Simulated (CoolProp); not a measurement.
Aqueous magnesium chloride as a coolant, 8 % by mass, freezing at -5.7 °C, 1 atm.

The numbers come from the Melinder's fits for secondary coolants in CoolProp.

```
T (°C)  viscosity (mPa s)  conductivity (W/(m K))  density (kg/m³)  cp (kJ/(kg K))
------  -----------------  ----------------------  ---------------  --------------
-0.3                 2.52                   0.545             1071           3.690
7.2                  1.95                   0.559             1069           3.702
14.6                 1.56                   0.572             1068           3.713
22.1                 1.27                   0.585             1065           3.724
29.6                 1.05                   0.597             1063           3.735
37.1                0.866                   0.609             1060           3.744
```
